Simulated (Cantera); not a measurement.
Mixture: CH4 : O2 : N2 = 1 : 2.94 : 11.1 (molar parts), equivalence ratio 0.68, at 0.849 atm, adiabatic and at constant pressure. Ignition delay is the time to a rise of 400 K.

Model: GRI-Mech 3.0 (53 species, 325 reactions), integrated in Cantera.

### Question
What does this change do: pressure from 0.849 atm to 4.93 atm?

### Answer
| quantity | before | after |
|---|---|---|
| delay at 1323 K | 8.12 ms | 1.86 ms |
| delay at 1373 K | 4.43 ms | 1.06 ms |
| delay at 1423 K | 2.52 ms | 0.624 ms |
| delay at 1473 K | 1.50 ms | 0.376 ms |
| delay at 1523 K | 0.931 ms | 0.233 ms |
| delay at 1573 K | 0.603 ms | 0.148 ms |
| apparent activation energy between 1473 and 1573 K | 180 kJ/mol | 180 kJ/mol |

### Question
What does this change do: pressure from 0.849 atm to 5.92 atm?

### Answer
```csv
quantity,before,after
delay at 1323 K,8.12 ms,1.57 ms
delay at 1373 K,4.43 ms,0.902 ms
delay at 1423 K,2.52 ms,0.533 ms
delay at 1473 K,1.50 ms,0.323 ms
delay at 1523 K,0.931 ms,0.201 ms
delay at 1573 K,0.603 ms,0.128 ms
apparent activation energy between 1473 and 1573 K,180 kJ/mol,180 kJ/mol
```
